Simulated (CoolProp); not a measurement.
Nitrogen at 298.15 K and 0.79 MPa is throttled through a valve to 0.515 MPa with no heat exchange. Each further row changes one setting.

Computed with CoolProp (reference Helmholtz-energy equation of state, Span 2000).

```
case                       temperature change (K)  final density (kg/m³)
-------------------------  ----------------------  ---------------------
as stated                                    -0.6                   5.84
outlet pressure 0.154 MPa                    -1.4                   1.75
outlet pressure 0.67 MPa                     -0.3                   7.59
```
